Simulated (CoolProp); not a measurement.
Fluorine along the isobar 4600 kPa: fugacity coefficient from the reference equation and from simpler models built on Tc = 144.4 K, pc = 5240 kPa, ω = 0.045; each cubic takes its own stable root.

Computed with CoolProp (reference Helmholtz-energy equation of state, de Reuck 1990).

| T (K) | phase | reference |
|---|---|---|
| 93.7 | liquid | 0.05860 |
| 114.3 | liquid | 0.2406 |
| 134.9 | liquid | 0.5712 |
| 155.4 | gas | 0.7755 |
| 176 | gas | 0.8501 |
| 196.6 | gas | 0.8961 |
| 217.2 | gas | 0.9265 |
| 237.8 | gas | 0.9475 |
| 258.4 | gas | 0.9625 |
| 279 | gas | 0.9735 |
| 299.5 | gas | 0.9818 |

**Question.** How far does each simpler model (van der Waals, Redlich-Kwong, Soave-Redlich-Kwong, Peng-Robinson) lie from the reference over these 11 states: mean and median of the absolute difference, and the worst?

**Answer.** 
- van der Waals: mean 24.0 %, median 1.5 %, worst +181.7 % at 93.7 K and 4600 kPa
- Redlich-Kwong: mean 1.3 %, median 0.8 %, worst -4.8 % at 93.7 K and 4600 kPa
- Soave-Redlich-Kwong: mean 0.8 %, median 0.6 %, worst +2.1 % at 114.3 K and 4600 kPa
- Peng-Robinson: mean 1.7 %, median 1.4 %, worst -3.5 % at 155.4 K and 4600 kPa
